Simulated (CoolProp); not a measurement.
Vapour-liquid equilibrium of C3F8 (R218) (1) + R134a (2) at -55.25 °C; x and y are mole fractions of (1).

The numbers come from the multi-fluid Helmholtz-energy mixture model, Lemmon 2006 and Tillner-Roth 1994; pair parameters Bell 2016 in CoolProp.

### Question
Give the bubble pressure and the first vapour's composition at x = 0.125, 0.65, 0.725. Is there an azeotrope?

### Answer
x = 0.125: 0.03923 MPa, y = 0.501; x = 0.65: 0.04869 MPa, y = 0.670; x = 0.725: 0.04864 MPa, y = 0.690. y crosses x between x = 0.65 and 0.725: the model has an azeotrope there.

The pair parameters rest on a limited set of measurements; away from them the model extrapolates. With so large a gap from Raoult's law the liquid may split in two, which this calculation doesn't test in full.
